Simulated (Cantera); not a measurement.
What does this Cantera script print?

```python
import numpy as np
import cantera as ct

gas_names = """
    H HNO HNO2 HNO3 HO2 H2 H2O H2O2 N NH NH2 NH3 NH2OH NO NO2 NO3 N2 N2H2 N2H4 N2O O OH O2 O3 Si SiH
    SiH2 SiH3 SiH4 SiN SiO SiO2 Si2 Si2N Si3
""".split()
cond_names = """
    H2O(s) H2O(L) Si(cr) Si(L) SiO2(Lqz) SiO2(hqz) SiO2(L) Si2N2O(s) Si3N4(a)
""".split()


# ... load() reads the species with a 1 bar reference pressure and builds the phases ...
atoms = {
    'SiH4': {'Si': 1, 'H': 4},
    'N2O': {'N': 2, 'O': 1},
    'N2': {'N': 2},
}
top_T = {'Si2N2O(s)': 2100, 'Si3N4(a)': 2400}  # K; cautious upper limits of use, not melting points


# ... equilibrate(T, P, feed) seeds the gas with the atoms and calls Mixture.equilibrate('TP', solver="vcs", rtol=1e-11, max_steps=5000) ...
results = []
feed = {'SiH4': 1, 'N2O': 0.46, 'N2': 120}  # mol
P = 1700  # Pa
for T in [673, 773, 873, 973, 1073, 1173, 1273, 1373, 1473, 1573, 1673, 1773, 1873]:
    mix = equilibrate(T, P, feed)
    results.append((T, P, feed, dict(zip(mix.species_names, mix.species_moles))))
    x = sorted(zip(gas.X, gas.species_names), reverse=True)
    print(f"T = {T:g} K  P = {P:g} Pa  gas = {mix.phase_moles(0):.4g} mol")
    print("   x: " + "  ".join(f"{s} {v:.3e}" for v, s in x if v > 0.0001))
    print("   condensed (mol): " + ("  ".join(f"{mix.phase(i).name} {mix.phase_moles(i):.4g}"
          for i in range(1, mix.n_phases) if mix.phase_moles(i) > 1e-12) or "none"))
```

Output:

```
T = 673 K  P = 1700 Pa  gas = 121.9 mol
   x: N2 9.836e-01  H2 1.640e-02
   condensed (mol): Si2N2O(s) 0.46  Si3N4(a) 0.02667
T = 773 K  P = 1700 Pa  gas = 121.9 mol
   x: N2 9.836e-01  H2 1.640e-02
   condensed (mol): Si2N2O(s) 0.46  Si3N4(a) 0.02667
T = 873 K  P = 1700 Pa  gas = 121.9 mol
   x: N2 9.836e-01  H2 1.640e-02
   condensed (mol): Si2N2O(s) 0.46  Si3N4(a) 0.02667
T = 973 K  P = 1700 Pa  gas = 121.9 mol
   x: N2 9.836e-01  H2 1.640e-02
   condensed (mol): Si2N2O(s) 0.46  Si3N4(a) 0.02667
T = 1073 K  P = 1700 Pa  gas = 121.9 mol
   x: N2 9.836e-01  H2 1.640e-02
   condensed (mol): Si2N2O(s) 0.46  Si3N4(a) 0.02667
T = 1173 K  P = 1700 Pa  gas = 121.9 mol
   x: N2 9.836e-01  H2 1.640e-02
   condensed (mol): Si2N2O(s) 0.46  Si3N4(a) 0.02667
T = 1273 K  P = 1700 Pa  gas = 121.9 mol
   x: N2 9.836e-01  H2 1.640e-02
   condensed (mol): Si2N2O(s) 0.46  Si3N4(a) 0.02667
T = 1373 K  P = 1700 Pa  gas = 121.9 mol
   x: N2 9.836e-01  H2 1.640e-02
   condensed (mol): Si2N2O(s) 0.46  Si3N4(a) 0.02667
T = 1473 K  P = 1700 Pa  gas = 121.9 mol
   x: N2 9.836e-01  H2 1.639e-02
   condensed (mol): Si2N2O(s) 0.4596  Si3N4(a) 0.02679
T = 1573 K  P = 1700 Pa  gas = 122 mol
   x: N2 9.835e-01  H2 1.638e-02
   condensed (mol): Si2N2O(s) 0.4525  Si3N4(a) 0.02916
T = 1673 K  P = 1700 Pa  gas = 122.1 mol
   x: N2 9.827e-01  H2 1.633e-02  SiO 8.534e-04  H 1.116e-04
   condensed (mol): Si2N2O(s) 0.3558  Si3N4(a) 0.06122
T = 1773 K  P = 1700 Pa  gas = 122.6 mol
   x: N2 9.797e-01  H2 1.617e-02  SiO 3.752e-03  H 2.775e-04
   condensed (mol): Si3N4(a) 0.177
T = 1873 K  P = 1700 Pa  gas = 123 mol
   x: N2 9.791e-01  H2 1.594e-02  SiO 3.739e-03  H 6.250e-04  Si 5.187e-04
   condensed (mol): Si(L) 0.462
```

Equilibrium computed with Cantera from the NASA thermochemical tables; the gas is ideal and each condensed phase is pure. Mutual solubility and eutectic melting of coexisting phases are not modelled. The tables' values for SiN are old estimates; treat these amounts as uncertain.
